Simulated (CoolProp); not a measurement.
The fluid at 298.15 K and 1.64 MPa expands adiabatically to 0.213 MPa with isentropic efficiency 0.9. The same conditions are run with several fluids, on thermodynamics alone (safety and materials aside).

The numbers come from the reference Helmholtz-energy equation of state of each fluid (CF4 (R14): Platzer 1990; R13: Platzer 1990; CH3F (R41): Lemmon 2006; dry air: Lemmon 2000; ethylene: Smukala 2000) in CoolProp. The equations of Platzer and Polt are older, rougher fits. Blends and air are pseudo-pure fits.

```json
[
 {"fluid": "CF4 (R14)", "work (kJ/kg)": "42.5", "final temperature (K)": "223.2", "final phase": "gas", "final density (kg/m³)": "10.3"},
 {"fluid": "R13", "work (kJ/kg)": "33.4", "final temperature (K)": "223.8", "final phase": "gas", "final density (kg/m³)": "12.6"},
 {"fluid": "CH3F (R41)", "work (kJ/kg)": "94.7", "final temperature (K)": "209.4", "final phase": "two-phase, vapour fraction 0.947", "final density (kg/m³)": "4.71"},
 {"fluid": "dry air", "work (kJ/kg)": "118", "final temperature (K)": "178.3", "final phase": "gas", "final density (kg/m³)": "4.19"},
 {"fluid": "ethylene", "work (kJ/kg)": "121", "final temperature (K)": "196.2", "final phase": "gas", "final density (kg/m³)": "3.83"}
]
```
